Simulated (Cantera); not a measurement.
A closed system holds: 1 mol BN, 8.8 mol NF3, 1.6 mol H2, at 725 K.

Equilibrium computed with Cantera from the NASA thermochemical tables; the gas is ideal and each condensed phase is pure. Candidate condensed phases: B, BN; 31 gas species. Rates play no part.

Question: At 1.00 bar, list the 6 most abundant gas species with their mole fractions, and the condensed phases.

Answer: NF3 0.496, HF 0.249, N2 0.134, BF3 0.0779, F2 0.0424, F 0.000481. Condensed: gas only.
